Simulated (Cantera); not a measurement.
Charge: 1 mol V2O3, 200 mol H2, 1.5 mol N2, equilibrated at 61.0 Pa.

Equilibrium computed with Cantera from the NASA thermochemical tables; the gas is ideal and each condensed phase is pure. Candidate condensed phases: H2O, V, VN, VO, V2O3, V2O4, V2O5; 28 gas species. VO: taken at fixed stoichiometry. The numbers say what is thermodynamically allowed, not how fast it happens.

**Question.** What share of the V ends up in condensed phases as a function of T (K), at 1675, 1725, 1775, 1825, 1875, 1925, 1975, 2025, 2075, 2125?

**Answer.** 
```tsv
T (K)	V condensed (%)	as
1675	99.6	VO(s)
1725	99.1	VO(s)
1775	97.8	VO(s)
1825	95.0	VO(s)
1875	89.2	VO(s)
1925	77.9	VO(s)
1975	56.1	VO(s)
2025	13.0	VO(s)
2075	0.0	-
2125	0.0	-
```
